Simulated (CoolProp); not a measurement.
A Linde-Hampson liquefier for normal hydrogen: isothermal reversible compression at 300 K from 1 atm to 5 MPa, throttling to 1 atm, return gas leaving the recuperator 10 K below the feed. Each further row changes one setting.

Model: reference Helmholtz-energy equation of state, Leachman 2009, in CoolProp.

```csv
case,compression work (kJ/kg of gas)
as stated,4860
high pressure 10 MPa,5750
warm-end temperature 330 K,5340
warm-end gap 15 K,4860
```
